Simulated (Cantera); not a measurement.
Feed: 1 mol B2O3, 0.64 mol F2, 10 mol H2, at 3.70 Pa.

Equilibrium computed with Cantera from the NASA thermochemical tables; the gas is ideal and each condensed phase is pure. Candidate condensed phases: B, B2O3, B3O3H3, H2O; 43 gas species. Equilibrium is a limit: real reactors are often held back by kinetics, nucleation or transport.

**Question.** At 900 K, list the 5 most abundant gas species with their mole fractions, and the condensed phases.

**Answer.** H2 0.887, HF 0.0702, H2O 0.0255, BF3 0.0154, B3O3F3 0.00137. Condensed: B2O3(l).
